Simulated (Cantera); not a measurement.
Input (Python, Cantera) and output of one run.

```python
import numpy as np
import cantera as ct

gas_names = """
    H H2 H2S Ni NiS S SH S2 S8
""".split()
cond_names = """
    Ni(cr) Ni(L) NiS(b) NiS(a) NiS(L) NiS2(s) NiS2(L) Ni3S2(I) Ni3S2(II) Ni3S2(L) Ni3S4(s) S(cr1) S(cr2)
    S(L)
""".split()


# ... load() reads the species with a 1 bar reference pressure and builds the phases ...
atoms = {
    'NiS': {'Ni': 1, 'S': 1},
    'H2': {'H': 2},
}
top_T = {'Ni3S4(s)': 620}  # K; cautious upper limits of use, not melting points


# ... equilibrate(T, P, feed) seeds the gas with the atoms and calls Mixture.equilibrate('TP', solver="vcs", rtol=1e-11, max_steps=5000) ...
results = []
feed = {'NiS': 1, 'H2': 290}  # mol
T = 2200  # K
P = 10000  # Pa
mix = equilibrate(T, P, feed)
results.append((T, P, feed, dict(zip(mix.species_names, mix.species_moles))))
print(gas.report(threshold=1e-06))
for i in range(1, mix.n_phases):
    print(f"{mix.phase(i).name:16s} {mix.phase_moles(i):12.5e} mol")
```

Output:

```
       temperature   2200 K
          pressure   10000 Pa
           density   0.0012562 kg/m^3
  mean mol. weight   2.2978 kg/kmol
   phase of matter   gas

                          1 kg             1 kmol
                     ---------------   ---------------
          enthalpy        2.8333e+07        6.5102e+07  J
   internal energy        2.0372e+07         4.681e+07  J
           entropy             92176         2.118e+05  J/K
    Gibbs function       -1.7445e+08       -4.0085e+08  J
 heat capacity c_p             15051             34584  J/K
 heat capacity c_v             11432             26269  J/K

                      mass frac. Y      mole frac. X     chem. pot. / RT
                     ---------------   ---------------   ---------------
                 H         0.0077181          0.017594           -11.058
                H2           0.85616           0.97582           -22.115
               H2S          0.019999         0.0013486           -40.332
                Ni          0.085014         0.0033282           -9.7227
               NiS         0.0029197        7.3923e-05            -27.94
                 S         0.0056083        0.00040195           -18.217
                SH          0.018463         0.0012829           -29.275
                S2         0.0041125        0.00014737           -36.434
     [   +1 minor]        1.3063e-30        1.1703e-32

Ni(L)             0.00000e+00 mol
NiS(L)            0.00000e+00 mol
NiS2(L)           0.00000e+00 mol
Ni3S2(L)          0.00000e+00 mol
S(L)              0.00000e+00 mol
```

These are equilibrium values from Cantera (NASA tables, ideal gas, pure condensed phases), not measurements of a reactor.
